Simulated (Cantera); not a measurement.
# Ammonia decomposition in nitride growth gas

An isothermal, constant-pressure homogeneous reactor starts with NH3 : N2 = 1 : 0.27 (molar parts), at 2125 K and 750 Torr.

Computed with Cantera and the gas-phase N/H chemistry of the illustrative SiF4/NH3 mechanism in the Surface Chemkin manual (1991). Walls and surfaces, which speed up NH3 decomposition in real reactors, are not modelled.

```tsv
t (s)	x NH3	x NH2	x N	x N2	x NH	x H2
2.00e-6	0.787	0.000119	1.93e-11	0.213	4.40e-8	5.88e-5
1.03e-5	0.787	0.000608	3.18e-9	0.213	1.89e-6	0.000317
5.32e-5	0.782	0.00212	5.01e-8	0.213	1.58e-5	0.00267
0.000274	0.759	0.00224	2.78e-7	0.216	2.20e-5	0.0220
0.00141	0.654	0.00181	1.02e-6	0.233	2.80e-5	0.110
0.00729	0.341	0.00108	1.80e-6	0.284	2.73e-5	0.374
0.0376	0.0317	0.000209	1.92e-6	0.334	1.24e-5	0.633
0.194	0.000394	5.36e-6	2.17e-7	0.339	6.66e-7	0.658
1.00	5.18e-5	7.07e-7	2.88e-8	0.339	8.82e-8	0.658
```
x: mole fraction; the columns are a selection and need not sum to one.

Equilibrium at this temperature and pressure: NH3 5.13e-6, NH2 7.00e-8, N 2.86e-9, N2 0.339, NH 8.75e-9, H2 0.658 (gas phase only).
